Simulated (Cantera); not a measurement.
## Transport properties of process gases

Gas mixture: N₂O : NO = 0.11 : 0.8 (molar parts), at 0.0168 atm, frozen composition.

Cantera's kinetic-theory transport with the Lennard-Jones parameters of GRI-Mech 3.0, ideal gas; thermal conductivity in the mixture-averaged form.

```
T (K)  ρ (kg/m³)  cp (J/kg/K)  μ (µPa s)  λ (mW/m/K)     Pr  D (cm²/s) H  D (cm²/s) CH₃  D (cm²/s) N₂
-----  ---------  -----------  ---------  ----------  -----  -----------  -------------  ------------
400       0.0162        993.8       22.6        31.5  0.712          118           21.4          19.5
500       0.0130         1021       26.5        38.1  0.711          174           31.6          28.7
600       0.0108         1051       30.1        44.6  0.711          238           43.2          39.1
700      0.00926         1081       33.5        50.9  0.713          310           56.2          50.7
800      0.00810         1109       36.7        57.0  0.714          388           70.5          63.5
900      0.00720         1133       39.7        62.9  0.715          474           86.0          77.4
```
D: mixture-averaged diffusion coefficient of that species in the mixture.
